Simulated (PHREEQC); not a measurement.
1.3 g of hydrous ferric oxide (600 m²/g; 0.2 weak and 0.005 strong sites per Fe, Dzombak-Morel constants, diffuse double layer) in 1 kg of water with 0.3 mol/kgw of an inert sodium salt, at 25 °C; the pH is set by adding NaOH or the inert anion's acid. O2 is buffered at 0.21 atm. No CO2 enters from the air. Precipitation was switched off in this run.

All values are PHREEQC results (ion-association model, wateq4f.dat), not measurements.

```csv
pH,surface charge σ (C/m²),surface potential ψ (mV)
4,0.349,123
4.67,0.304,116
5.33,0.231,102
6,0.154,83
6.67,0.091,59
7.33,0.044,33
8,0.006,5
8.67,-0.031,-24
9.33,-0.074,-51
10,-0.132,-75
10.67,-0.205,-96
11.33,-0.282,-112
12,-0.339,-120
```
